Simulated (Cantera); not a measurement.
Cantera run:

```python
import numpy as np
import cantera as ct

gas_names = [...]  # 113 gases of nasa_gas.yaml made of C, H, O, Ti
cond_names = """
    C(gr) C6H6(L) C7H8(L) C8H18(L),n-octa H2O(s) H2O(L) Ti(a) Ti(b) Ti(L) TiC(s) TiC(L) TiO(a) TiO(b)
    TiO(L) TiO2(ru) TiO2(L) Ti2O3(a) Ti2O3(b) Ti2O3(L) Ti3O5(a) Ti3O5(b) Ti3O5(L) Ti4O7(s) Ti4O7(L)
""".split()


# ... load() reads the species with a 1 bar reference pressure and builds the phases ...
atoms = {
    'Ti(OiPr)4': {'Ti': 1, 'C': 12, 'H': 28, 'O': 4},
    'O2': {'O': 2},
}
top_T = {'C(gr)': 4500}  # K; cautious upper limits of use, not melting points


# ... equilibrate(T, P, feed) seeds the gas with the atoms and calls Mixture.equilibrate('TP', solver="vcs", rtol=1e-11, max_steps=5000) ...
results = []
feed = {'Ti(OiPr)4': 1, 'O2': 1.8}  # mol
P = 13332.2  # Pa
for T in [1248, 1298, 1348, 1398, 1448, 1498, 1548, 1598, 1648, 1698, 1748, 1798, 1848]:
    mix = equilibrate(T, P, feed)
    results.append((T, P, feed, dict(zip(mix.species_names, mix.species_moles))))

top = {s: max(r[3][s] / sum(r[3][g] for g in gas_names) for r in results) for s in gas_names}
cols = sorted((s for s in top if top[s] > 0.001), key=lambda s: -top[s])[:7]
seen = [c for c in cond_names if any(r[3].get(c, 0) > 1e-12 for r in results)]
print("log10 of partial pressures in bar; condensed amounts in mol")
print(f"{'T/K':>10s}" + "".join(f"{s[:9]:>10s}" for s in cols + seen))
for T, P, feed, n in results:
    ng = sum(n[g] for g in gas_names)
    print(f"{T:10.4g}" + "".join(f"{np.log10(max(n[s] / ng * P / 1e5, 1e-99)):10.3f}" for s in cols)
          + "".join(f"{n.get(c, 0):10.4g}" for c in seen))
```

It prints:

```
log10 of partial pressures in bar; condensed amounts in mol
       T/K        H2        CO         H     C(gr)    TiC(s)  Ti3O5(b)  Ti4O7(s)
      1248    -1.027    -1.406    -6.844     6.146         0         0      0.25
      1298    -1.029    -1.402    -6.484     6.063         0    0.3333         0
      1348    -1.029    -1.401    -6.150     6.063         0    0.3333         0
      1398    -1.064    -1.329    -5.857     3.398         1         0         0
      1448    -1.064    -1.329    -5.567     3.398         1         0         0
      1498    -1.064    -1.329    -5.297     3.398         1         0         0
      1548    -1.064    -1.329    -5.043     3.398         1         0         0
      1598    -1.064    -1.329    -4.806     3.398         1         0         0
      1648    -1.064    -1.329    -4.582     3.398         1         0         0
      1698    -1.064    -1.329    -4.372     3.397         1         0         0
      1748    -1.064    -1.329    -4.173     3.396         1         0         0
      1798    -1.064    -1.329    -3.985     3.394         1         0         0
      1848    -1.064    -1.329    -3.808     3.392         1         0         0
```

Cantera equilibrium calculation (NASA polynomials, part measured and part estimated; ideal gas, pure solids and liquids). The feed counts by its element totals alone. TiC: taken at fixed stoichiometry. Condensed phases not in the tables: Magnéli phases beyond Ti4O7.
